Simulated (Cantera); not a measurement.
A closed system holds: 1 mol SiCl4, 6.2 mol H2, 1.2 mol HCl, equilibrated at 1077 °C and 3.90 bar.

Cantera equilibrium calculation (NASA polynomials, part measured and part estimated; ideal gas, pure solids and liquids). Candidate condensed phases: Si; 19 gas species. The tables' values for SiCl3 are old estimates; treat these amounts as uncertain. Equilibrium is a limit: real reactors are often held back by kinetics, nucleation or transport.

**Question.** What is the equilibrium state?

**Answer.** 
- x(H2) = 0.707
- x(HCl) = 0.174
- x(SiCl4) = 0.0891
- x(SiHCl3) = 0.0207
- x(SiCl3) = 0.00597
- x(SiCl2) = 0.00199
- x(SiH2Cl2) = 0.000702
- x(SiH3Cl) = 6.77e-6
- x(H) = 1.01e-6
- gas amount = 8.442 mol
- log10 activity of Si(s) (absent) = -1.78
